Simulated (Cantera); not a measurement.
A freely propagating, adiabatic, planar premixed flame of 38.7 % H2, 12.9 % O2, 48.4 % N2, unburnt at 450 K and 0.799 atm; mixture-averaged transport, grid criteria slope 0.08 and curve 0.16, no radiation.

Computed with Cantera and the H2/O2 subset of GRI-Mech 3.0, which has no nitrogen chemistry. Burning velocities carry a grid error of a few per cent, more on coarse grids.

### Question
Predict: laminar burning velocity; thermal thickness; peak x(H2O2); peak x(H); peak x(OH).

### Answer
```json
{
  "laminar_burning_velocity": "554 cm/s",
  "thermal_thickness": "0.531 mm",
  "peak x(H2O2)": "3.86e-5",
  "peak x(H)": "0.0862",
  "peak x(OH)": "0.01000"
}
```
